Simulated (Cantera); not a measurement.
An isothermal, constant-pressure homogeneous reactor starts with NH3 : N2 = 1 : 1.2 (molar parts), at 1423 K and 10.00 Torr. Integrator tolerance rtol = 1e-08.

Model: the gas-phase N/H chemistry of the illustrative SiF4/NH3 mechanism in the Surface Chemkin manual (1991), integrated in Cantera. Walls and surfaces, which speed up NH3 decomposition in real reactors, are not modelled.

Problem. What does this change do: temperature 1423 to 1725 K?

Solution. 
```json
[
 {"quantity": "x(NH3) at 5.00 s", "before": "0.454 (gas-phase equilibrium 2.43e-7)", "after": "0.339 (gas-phase equilibrium 1.06e-7)"},
 {"quantity": "x(H2) at 5.00 s", "before": "0.000841 (gas-phase equilibrium 0.469)", "after": "0.119 (gas-phase equilibrium 0.468)"},
 {"quantity": "x(NH) at 5.00 s", "before": "6.51e-8 (gas-phase equilibrium <1e-12)", "after": "3.11e-6 (gas-phase equilibrium 8.51e-11)"},
 {"quantity": "x(H) at 5.00 s", "before": "3.65e-8 (gas-phase equilibrium 3.96e-5)", "after": "3.38e-5 (gas-phase equilibrium 0.00111)"},
 {"quantity": "x(N) at 5.00 s", "before": "9.40e-11 (gas-phase equilibrium <1e-12)", "after": "1.76e-7 (gas-phase equilibrium 5.71e-11)"},
 {"quantity": "x(N2H4) at 5.00 s", "before": "5.75e-9 (gas-phase equilibrium <1e-12)", "after": "5.02e-9 (gas-phase equilibrium <1e-12)"},
 {"quantity": "x(NH2) at 5.00 s", "before": "3.42e-5 (gas-phase equilibrium 4.23e-11)", "after": "0.000245 (gas-phase equilibrium 6.44e-10)"}
]
```
